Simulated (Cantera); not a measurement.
## Equilibrium for boron, boron nitride and boron oxide: B2H6 + O2

Feed: 1 mol B2H6, 3.1 mol O2, held at 0.540 Torr.

Equilibrium computed with Cantera from the NASA thermochemical tables; the gas is ideal and each condensed phase is pure. Candidate condensed phases: B, B2O3, B3O3H3, H2O; 23 gas species. The feed counts by its element totals alone. Rates play no part.

From 1750 K to 2350 K nothing is condensed. The main B-bearing gas is HBO2 throughout.

```json
[
 {"T (K)": "1750", "x H2O": "0.506", "x HBO2": "0.432", "x H": "0.000551", "x H2": "0.00405", "x BO2": "0.00420", "x OH": "0.00404", "x O": "0.000433", "x O2": "0.0242", "x B2O3": "0.0246", "x BO": "1.83e-5"},
 {"T (K)": "1800", "x H2O": "0.504", "x HBO2": "0.426", "x H": "0.00107", "x H2": "0.00645", "x BO2": "0.00567", "x OH": "0.00553", "x O": "0.000711", "x O2": "0.0246", "x B2O3": "0.0265", "x BO": "4.14e-5"},
 {"T (K)": "1850", "x H2O": "0.500", "x HBO2": "0.418", "x H": "0.00200", "x H2": "0.00993", "x BO2": "0.00755", "x OH": "0.00744", "x O": "0.00114", "x O2": "0.0253", "x B2O3": "0.0283", "x BO": "8.93e-5"},
 {"T (K)": "1900", "x H2O": "0.494", "x HBO2": "0.410", "x H": "0.00359", "x H2": "0.0147", "x BO2": "0.00993", "x OH": "0.00988", "x O": "0.00181", "x O2": "0.0265", "x B2O3": "0.0301", "x BO": "0.000184"},
 {"T (K)": "1950", "x H2O": "0.484", "x HBO2": "0.400", "x H": "0.00620", "x H2": "0.0211", "x BO2": "0.0129", "x OH": "0.0129", "x O": "0.00282", "x O2": "0.0282", "x B2O3": "0.0318", "x BO": "0.000362"},
 {"T (K)": "2000", "x H2O": "0.471", "x HBO2": "0.387", "x H": "0.0103", "x H2": "0.0290", "x BO2": "0.0166", "x OH": "0.0167", "x O": "0.00435", "x O2": "0.0304", "x B2O3": "0.0333", "x BO": "0.000685"},
 {"T (K)": "2050", "x H2O": "0.453", "x HBO2": "0.373", "x H": "0.0166", "x H2": "0.0387", "x BO2": "0.0212", "x OH": "0.0213", "x O": "0.00661", "x O2": "0.0332", "x B2O3": "0.0347", "x BO": "0.00125"},
 {"T (K)": "2100", "x H2O": "0.431", "x HBO2": "0.356", "x H": "0.0259", "x H2": "0.0497", "x BO2": "0.0266", "x OH": "0.0267", "x O": "0.00991", "x O2": "0.0366", "x B2O3": "0.0357", "x BO": "0.00219"},
 {"T (K)": "2150", "x H2O": "0.402", "x HBO2": "0.335", "x H": "0.0391", "x H2": "0.0618", "x BO2": "0.0330", "x OH": "0.0328", "x O": "0.0146", "x O2": "0.0404", "x B2O3": "0.0364", "x BO": "0.00372"},
 {"T (K)": "2200", "x H2O": "0.368", "x HBO2": "0.311", "x H": "0.0572", "x H2": "0.0744", "x BO2": "0.0402", "x OH": "0.0396", "x O": "0.0212", "x O2": "0.0444", "x B2O3": "0.0366", "x BO": "0.00613"},
 {"T (K)": "2250", "x H2O": "0.329", "x HBO2": "0.283", "x H": "0.0813", "x H2": "0.0864", "x BO2": "0.0482", "x OH": "0.0466", "x O": "0.0302", "x O2": "0.0483", "x B2O3": "0.0362", "x BO": "0.00980"},
 {"T (K)": "2300", "x H2O": "0.285", "x HBO2": "0.251", "x H": "0.112", "x H2": "0.0967", "x BO2": "0.0564", "x OH": "0.0533", "x O": "0.0422", "x O2": "0.0519", "x B2O3": "0.0349", "x BO": "0.0152"},
 {"T (K)": "2350", "x H2O": "0.238", "x HBO2": "0.215", "x H": "0.150", "x H2": "0.104", "x BO2": "0.0644", "x OH": "0.0591", "x O": "0.0576", "x O2": "0.0548", "x B2O3": "0.0328", "x BO": "0.0229"}
]
```
x: gas mole fraction; nothing condenses.
